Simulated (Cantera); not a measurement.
## Stirred combustor or abatement burner

A perfectly stirred reactor is fed with 6.28 % CH₄, 19.6 % O₂, 74.1 % N₂, equivalence ratio 0.64, at 9.87 atm; it is adiabatic with a 350 K inlet, and is followed from long to short residence time, starting on the burning branch (τ in s: 0.36, 0.13, 0.044, 0.015, 0.0052, 0.0018, 0.00063, 0.00022, 7.6e-05, 2.6e-05, 9.2e-06).

Computed with Cantera and GRI-Mech 3.0 (53 species, 325 reactions).

```csv
τ (s),T (K),x CH₄,x O₂,x HO₂,x CO₂,x NO,x C₂H₂
0.36,1776,1.66e-6,0.0703,1.02e-6,0.0628,2.81e-5,2.22e-10
0.13,1776,4.20e-6,0.0703,1.22e-6,0.0627,1.30e-5,1.30e-9
0.044,1775,1.04e-5,0.0703,1.76e-6,0.0626,7.24e-6,6.55e-9
0.015,1772,2.36e-5,0.0704,3.07e-6,0.0624,5.24e-6,2.46e-8
0.0052,1768,5.15e-5,0.0707,6.04e-6,0.0620,4.54e-6,7.43e-8
0.0018,1758,0.000114,0.0712,1.28e-5,0.0610,4.03e-6,2.02e-7
0.00063,1736,0.000279,0.0727,2.93e-5,0.0584,2.99e-6,5.69e-7
0.00022,350,0.0628,0.196,<1e-12,<1e-12,<1e-12,<1e-12
7.6e-5,350,0.0628,0.196,<1e-12,<1e-12,<1e-12,<1e-12
2.6e-5,350,0.0628,0.196,<1e-12,<1e-12,<1e-12,<1e-12
9.2e-6,350,0.0628,0.196,<1e-12,<1e-12,<1e-12,<1e-12
```
x: mole fraction; the columns are a selection and need not sum to one.
